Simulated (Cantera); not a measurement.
A perfectly stirred reactor is fed with CH₄ : CO₂ = 0.26 : 0.7 (molar parts), at 1.01 bar; it is held at 2075 K, and followed from long to short residence time.

Detailed kinetics in Cantera: GRI-Mech 3.0 (53 species, 325 reactions).

**Question.** Predict: x(CH₄) at τ = 15.0 s; x(CO₂) at τ = 15.0 s; x(H₂) at τ = 15.0 s; x(CO) at τ = 15.0 s; x(CH₄) at τ = 0.190 s; x(CO₂) at τ = 0.190 s; x(C₂H₆) at τ = 0.190 s; x(H₂) at τ = 0.190 s; x(CO) at τ = 0.190 s.

**Answer.** 
```json
{
 "x(CH₄) at τ = 15.0 s": "1.08e-5",
 "x(CO₂) at τ = 15.0 s": "0.116",
 "x(H₂) at τ = 15.0 s": "0.170",
 "x(CO) at τ = 15.0 s": "0.532",
 "x(CH₄) at τ = 0.190 s": "0.000994",
 "x(CO₂) at τ = 0.190 s": "0.119",
 "x(C₂H₆) at τ = 0.190 s": "5.54e-8",
 "x(H₂) at τ = 0.190 s": "0.168",
 "x(CO) at τ = 0.190 s": "0.530"
}
```
